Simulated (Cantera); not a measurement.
A Cantera script and what it prints.

```python
import numpy as np
import cantera as ct

gas_names = """
    CL CLO CL2 H HCL HOCL HO2 H2 H2O H2O2 Mg MgCL MgCL2 MgH MgO MgOH MgO2H2 Mg2 O OH O2 O3
""".split()
cond_names = """
    H2O(s) H2O(L) Mg(cr) Mg(L) MgCL2(s) MgCL2(L) MgO(s) MgO(L) MgO2H2(s)
""".split()


# ... load() reads the species with a 1 bar reference pressure and builds the phases ...
atoms = {
    'MgCl2': {'Mg': 1, 'CL': 2},
    'H2O': {'H': 2, 'O': 1},
    'H2': {'H': 2},
}
top_T = {}  # K; cautious upper limits of use, not melting points


# ... equilibrate(T, P, feed) seeds the gas with the atoms and calls Mixture.equilibrate('TP', solver="vcs", rtol=1e-11, max_steps=5000) ...
results = []
feed = {'MgCl2': 1, 'H2O': 12, 'H2': 3}  # mol
T = 1575  # K
P = 13332.2  # Pa
mix = equilibrate(T, P, feed)
results.append((T, P, feed, dict(zip(mix.species_names, mix.species_moles))))
x = sorted(zip(gas.X, gas.species_names), reverse=True)
print(f"T = {T:g} K  P = {P:g} Pa  gas = {mix.phase_moles(0):.4g} mol")
print("   x: " + "  ".join(f"{s} {v:.3e}" for v, s in x if v > 0.0001))
print("   condensed (mol): " + ("  ".join(f"{mix.phase(i).name} {mix.phase_moles(i):.4g}"
      for i in range(1, mix.n_phases) if mix.phase_moles(i) > 1e-12) or "none"))
```

Result:

```
T = 1575 K  P = 13332.2 Pa  gas = 16 mol
   x: H2O 6.877e-01  H2 1.875e-01  HCL 1.245e-01  MgCL2 2.154e-04
   condensed (mol): MgO(s) 0.9965
```

Cantera equilibrium calculation (NASA polynomials, part measured and part estimated; ideal gas, pure solids and liquids).
